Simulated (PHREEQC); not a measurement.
0.1 g of hydrous ferric oxide (600 m²/g; 0.2 weak and 0.005 strong sites per Fe, Dzombak-Morel constants, diffuse double layer) in 1 kg of water with 0.1 mol/kgw of an inert sodium salt and 1.2e-06 mol/kgw PbCl2 and 5.1e-06 mol/kgw MnCl2, at 25 °C; the pH is set by adding NaOH or the inert anion's acid. The system is closed to oxygen. No CO2 enters from the air. Nothing may precipitate in this run.

Model: ion-association model, wateq4f.dat, run in PHREEQC.

```
pH   Pb sorbed (%)  Mn sorbed (%)  surface charge σ (C/m²)  surface potential ψ (mV)
---  -------------  -------------  -----------------------  ------------------------
3              0.5            0.0                    0.363                       153
4             28.1            0.0                    0.321                       147
5             95.7            0.0                    0.215                       126
5.5           99.4            0.2                    0.159                       111
6.5          100.0            7.7                    0.074                        74
7.5          100.0           65.3                    0.024                        31
8.5          100.0           98.2                   -0.012                       -16
9            100.0           99.8                   -0.032                       -40
10           100.0          100.0                   -0.089                       -83
11           100.0          100.0                   -0.182                      -118
```

Species that the database lacks are ignored. The oxide is taken as insoluble; below pH 4 it would dissolve.
